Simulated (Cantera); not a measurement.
A perfectly stirred reactor is fed with CH4 : H2 : O2 : N2 : H2O = 1 : 1 : 3.97 : 14.9 : 0.4 (molar parts), at 4.90 bar; it is adiabatic with a 350 K inlet, and is followed from long to short residence time, starting on the burning branch (τ in s: 0.33, 0.16, 0.076, 0.036, 0.017, 0.0083, 0.004, 0.0019, 0.0009, 0.00043, 0.00021, 9.9e-05).

Model: GRI-Mech 3.0 (53 species, 325 reactions), integrated in Cantera.

Q: Predict: blow-out, bracketed by the residence times tried; x(CH4) at τ = 0.330 s; x(H2) at τ = 0.330 s; x(O2) at τ = 0.330 s; x(HO2) at τ = 0.330 s; x(OH) at τ = 0.330 s; x(CH4) at τ = 4.00 ms; x(H2) at τ = 4.00 ms; x(O2) at τ = 4.00 ms; x(HO2) at τ = 4.00 ms; x(OH) at τ = 4.00 ms.

A: 
```json
{
  "blow_out_bracketed_by_the_residence_times_tried": "burning at 0.210 ms, out at 99.0 µs",
  "x(CH4) at τ = 0.330 s": "2.00e-6",
  "x(H2) at τ = 0.330 s": "1.89e-5",
  "x(O2) at τ = 0.330 s": "0.0707",
  "x(HO2) at τ = 0.330 s": "1.03e-6",
  "x(OH) at τ = 0.330 s": "0.000430",
  "x(CH4) at τ = 4.00 ms": "4.91e-5",
  "x(H2) at τ = 4.00 ms": "0.000243",
  "x(O2) at τ = 4.00 ms": "0.0710",
  "x(HO2) at τ = 4.00 ms": "8.48e-6",
  "x(OH) at τ = 4.00 ms": "0.00114"
}
```
